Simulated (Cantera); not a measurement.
An adiabatic, constant-pressure homogeneous reactor starts with 19.7 % CH3OH, 15.6 % O2, 58.6 % N2, 6.12 % CO2, at 1698 K and 3900 Torr.

Model: GRI-Mech 3.0 (53 species, 325 reactions), integrated in Cantera. GRI-Mech 3.0 was tuned for natural gas; its chemistry of methanol as a main component is partial and can be far from experiment.

Predict: time of steepest temperature rise; temperature at 4.00 s; equilibrium temperature; x(O2) at 4.00 s; x(CO2) at 4.00 s.


```json
{
 "time_of_steepest_temperature_rise": "8.76 µs",
 "temperature at 4.00 s": "2723 K",
 "equilibrium_temperature": "2723 K",
 "x(O2) at 4.00 s": "0.000408 (gas-phase equilibrium 0.000408)",
 "x(CO2) at 4.00 s": "0.0613 (gas-phase equilibrium 0.0613)"
}
```
